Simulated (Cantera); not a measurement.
N2O furnace oxynitridation

An isothermal, constant-pressure homogeneous reactor starts with N₂O : H₂ : N₂ = 1 : 0.045 : 9.6 (molar parts), at 1600 K and 0.987 atm.

Detailed kinetics in Cantera: GRI-Mech 3.0 (53 species, 325 reactions). GRI-Mech 3.0 was tuned for natural gas; its chemistry of N2O as a main component is partial and can be far from experiment. The temperature is held fixed by assumption; the heat of reaction is taken as removed at once.

```csv
t (s),x N₂O,x H₂,x O₂,x HO₂,x NO,x OH,x H₂O₂
0.000700,0.0793,1.04e-5,0.00365,2.27e-6,0.00243,0.000148,9.85e-9
0.00178,0.0656,2.74e-6,0.00871,1.45e-6,0.00535,0.000145,8.65e-9
0.00452,0.0413,2.83e-6,0.0179,7.44e-7,0.0103,0.000139,7.47e-9
0.0115,0.0141,2.70e-6,0.0285,3.26e-7,0.0151,0.000118,5.46e-9
0.0292,0.00171,1.05e-6,0.0337,1.23e-7,0.0166,6.72e-5,2.02e-9
0.0742,2.81e-5,1.81e-7,0.0345,2.55e-8,0.0167,2.57e-5,3.42e-10
0.189,1.56e-7,1.45e-7,0.0345,1.97e-8,0.0167,2.27e-5,2.69e-10
0.479,1.55e-7,1.45e-7,0.0345,1.97e-8,0.0167,2.27e-5,2.69e-10
1.22,1.55e-7,1.45e-7,0.0346,1.97e-8,0.0167,2.27e-5,2.69e-10
3.10,1.54e-7,1.45e-7,0.0346,1.97e-8,0.0166,2.27e-5,2.69e-10
7.87,1.53e-7,1.45e-7,0.0346,1.97e-8,0.0165,2.27e-5,2.69e-10
20.0,1.49e-7,1.45e-7,0.0348,1.98e-8,0.0162,2.28e-5,2.70e-10
```
x: mole fraction; the columns are a selection and need not sum to one.

Equilibrium at this temperature and pressure: N₂O 6.31e-8, H₂ 1.31e-7, O₂ 0.0424, HO₂ 2.29e-8, NO 0.000961, OH 2.39e-5, H₂O₂ 2.98e-10 (gas phase only).
